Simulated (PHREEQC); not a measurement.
NaHCO3 is added in steps, without added water, to 1 kg of water holding 0.0011 mol KCl, 0.0016 mol FeCl2 and 0.0038 mol LiCl, at 20 °C. No oxygen is let in. No CO2 enters from the air. Only these solids could form: Siderite, Halite, Sylvite.

Base run: PHREEQC, ion-association model, phreeqc.dat. Each further column changes one thing. The table gives Fe in solution (mol/kgw).

```
NaHCO3 added (mol)      base  metal-ligand complexes left out  Davies equation for every ion  database wateq4f.dat
------------------  --------  -------------------------------  -----------------------------  --------------------
0                    0.00160                          0.00160                        0.00160               0.00160
0.0012               0.00116                          0.00115                        0.00117               0.00116
0.0024              0.000699                         0.000684                       0.000702              0.000699
0.0042              0.000199                         0.000184                       0.000202              0.000199
0.0054               8.07e-5                          6.97e-5                        8.24e-5               8.07e-5
0.0066               4.14e-5                          3.34e-5                        4.24e-5               4.14e-5
0.0078               2.56e-5                          1.93e-5                        2.63e-5               2.56e-5
0.0096               1.53e-5                          1.05e-5                        1.57e-5               1.53e-5
0.0108               1.18e-5                          7.67e-6                        1.21e-5               1.18e-5
0.012                9.50e-6                          5.87e-6                        9.75e-6               9.50e-6
```

 phreeqc.dat and wateq4f.dat share most of their constants, so their agreement is no independent check. Solids allowed in the column 'database wateq4f.dat': Siderite, Halite, Nahcolite, Natron.
